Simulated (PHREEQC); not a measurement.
Make-up at 75 °C: 5.9 mmol/kgw NH3, 1.1 mmol/kgw H4SiO4 and 0.065 mmol/kgw K3PO4. It is in equilibrium with CO2 at log p = -1 (atm). Otherwise closed; pH follows from the charge balance.

All values are PHREEQC results (ion-association model, wateq4f.dat), not measurements.

```yaml
pH: 6.90
ionic_strength: 0.00567 mol/kgw
total_alkalinity: 6.03 meq/kg
```

```
species  molality  activity   log γ
-------  --------  --------  ------
HCO3-     0.00553   0.00507  -0.037
NH4+      0.00544   0.00498  -0.039
CO2       0.00134   0.00134   0.001
H4SiO4    0.00110   0.00110   0.001
NH3      0.000456  0.000456   0.000
K+       0.000195  0.000178  -0.039
H2PO4-    3.58e-5   3.28e-5  -0.037
HPO4-2    2.92e-5   2.06e-5  -0.151
H3SiO4-   5.10e-6   4.67e-6  -0.039
CO3-2     4.27e-6   3.03e-6  -0.150
OH-       1.70e-6   1.55e-6  -0.039
H+        1.36e-7   1.26e-7  -0.035
KHPO4-    7.82e-9   7.17e-9  -0.037
H3PO4     1.01e-9   1.01e-9   0.001
```

No solid was allowed to form. Saturation is exceeded, for instance for Quartz (slow to form), Chalcedony (slow to form); the values hold only as long as no solid forms. Complexes and solids missing from the database can't appear. H3PO4, which wateq4f.dat lacks, is added to it with the constant of phreeqc.dat. Constants without temperature data keep their 25 °C values here.
